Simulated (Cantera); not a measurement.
Mixture: CH4 : CO : O2 : N2 = 1 : 0.058 : 3.03 : 9.39 (molar parts), equivalence ratio 0.67, at 760 Torr, adiabatic and at constant pressure. Ignition delay is the time to a rise of 400 K.

Model: GRI-Mech 3.0 (53 species, 325 reactions), integrated in Cantera.

Problem. Predict: delay at 1200 K; delay at 1250 K; delay at 1300 K; delay at 1350 K; delay at 1400 K; delay at 1450 K; delay at 1500 K; apparent activation energy between 1400 and 1500 K.

Solution. 
| Property | Result |
|---|---|
| delay at 1200 K | 31.8 ms |
| delay at 1250 K | 15.7 ms |
| delay at 1300 K | 8.10 ms |
| delay at 1350 K | 4.35 ms |
| delay at 1400 K | 2.43 ms |
| delay at 1450 K | 1.42 ms |
| delay at 1500 K | 0.870 ms |
| apparent activation energy between 1400 and 1500 K | 180 kJ/mol |
